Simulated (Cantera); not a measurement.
## Silicon etching in halogen gases: Si + SF₆

Input: 1 mol Si, a varied amount of SF₆, equilibrated at 1573 K and 1.40e-5 bar.

These are equilibrium values from Cantera (NASA tables, ideal gas, pure condensed phases), not measurements of a reactor. Candidate condensed phases: S, Si; 21 gas species. The tables' values for S₂F₂ (SSF₂), SF₃, FS₂F (FSSF) are old estimates; treat these amounts as uncertain. Rates play no part.

| n(SF₆) (mol) | log p F | log p SiF₄ | log p SF₂ | log p S₂ | log p SF |
|---|---|---|---|---|---|
| 0.8 | -5.46 | -5.15 | -6.04 | -5.68 | -6.59 |
| 1 | -5.25 | -5.31 | -5.74 | -5.92 | -6.50 |
| 1.2 | -5.17 | -5.43 | -5.66 | -6.10 | -6.50 |
| 1.4 | -5.12 | -5.53 | -5.62 | -6.23 | -6.52 |
| 1.7 | -5.07 | -5.65 | -5.61 | -6.38 | -6.55 |
| 1.9 | -5.05 | -5.72 | -5.61 | -6.45 | -6.57 |
| 2.1 | -5.04 | -5.77 | -5.61 | -6.51 | -6.58 |
| 2.3 | -5.03 | -5.82 | -5.61 | -6.56 | -6.59 |
| 2.5 | -5.02 | -5.87 | -5.61 | -6.60 | -6.60 |
| 2.7 | -5.01 | -5.91 | -5.61 | -6.63 | -6.61 |
| 2.9 | -5.01 | -5.95 | -5.61 | -6.66 | -6.62 |
| 3.1 | -5.00 | -5.98 | -5.62 | -6.69 | -6.63 |
| 3.4 | -4.99 | -6.03 | -5.62 | -6.72 | -6.64 |
log p: log10 of the partial pressure in bar; nothing condenses.

From 0.8 mol SF₆ to 3.4 mol SF₆ nothing is condensed. The main Si-bearing gas is SiF₄ throughout.
